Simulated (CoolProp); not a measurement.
Carbon monoxide at 298.15 K and 0.461 MPa is throttled through a valve to 0.213 MPa with no heat exchange. Each further row changes one setting.

Computed with CoolProp (reference Helmholtz-energy equation of state, Lemmon 2006). It is a short technical equation, of lower accuracy than the large ones.

| case | temperature change (K) | final density (kg/m³) |
|---|---|---|
| as stated | … | … |
| outlet pressure 0.0639 MPa | … | 0.725 |
| outlet pressure 0.277 MPa | … | 3.14 |

Fill in the missing entries.


- as stated, temperature change (K): -0.6
- as stated, final density (kg/m³): 2.41
- outlet pressure 0.0639 MPa, temperature change (K): -1.0
- outlet pressure 0.277 MPa, temperature change (K): -0.5
